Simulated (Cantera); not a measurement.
An adiabatic, constant-pressure homogeneous reactor starts with CH4 : O2 : N2 = 1 : 3.03 : 21.5 (molar parts), equivalence ratio 0.66, at 1523 K and 1100000 Pa.

Model: GRI-Mech 3.0 (53 species, 325 reactions), integrated in Cantera.

### Question
Predict: time of steepest temperature rise; temperature at 0.100 s; equilibrium temperature; x(O2) at 0.100 s; x(O) at 0.100 s; x(H2O) at 0.100 s.

### Answer
```json
{
  "time_of_steepest_temperature_rise": "0.214 ms",
  "temperature at 0.100 s": "2316 K",
  "equilibrium_temperature": "2316 K",
  "x(O2) at 0.100 s": "0.0366 (gas-phase equilibrium 0.0366)",
  "x(O) at 0.100 s": "0.000317 (gas-phase equilibrium 0.000317)",
  "x(H2O) at 0.100 s": "0.0767 (gas-phase equilibrium 0.0767)"
}
```
